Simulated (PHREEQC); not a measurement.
A solution holds 0.004 mol/kgw HF, 0.0002 mol/kgw NH4F and 0.0019 mol/kgw (NH4)2SiF6, at 85 °C. Closed to the air; pH follows from the charge balance.

Equilibrium calculation in PHREEQC: ion-association model, wateq4f.dat.

This is a speciation only: nothing precipitates in the calculation.

Task: Order these F species by the share of F that they hold, largest first: F-, HF, H2F2, SiF6-2, HF2-.

Result: HF (48 %), SiF6-2 (32 %), F- (18 %), HF2- (1.2 %), H2F2 (0.17 %)

The pH is 3.24 and the ionic strength 0.00547 mol/kgw. Examples of supersaturated solids here: Quartz (slow to form). Others may be too. Away from 25 °C the constants follow the database's enthalpies or fits; those with neither stay at their 25 °C values. SiF6-2 is the database's only silicon fluoride.
